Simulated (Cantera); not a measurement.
# Thermodynamics of calcination and drying, feed MgCO3 + C + CO2

Feed: 1 mol MgCO3, 0.15 mol C, 0.8 mol CO2, equilibrated at 2048.15 K and 930000 Pa.

Equilibrium computed with Cantera from the NASA thermochemical tables; the gas is ideal and each condensed phase is pure. Candidate condensed phases: C, Mg, MgCO3, MgO; 15 gas species. Rates play no part.

```json
{
 "x(CO2)": "0.846",
 "x(CO)": "0.154",
 "x(O2)": "1.25e-5",
 "x(O)": "1.11e-6",
 "n(MgO(s))": "1.00 mol",
 "gas_amount": "1.950 mol",
 "log10 activity of C(graphite) (absent)": "-5.27",
 "log10 activity of Mg(l) (absent)": "-7.53"
}
```
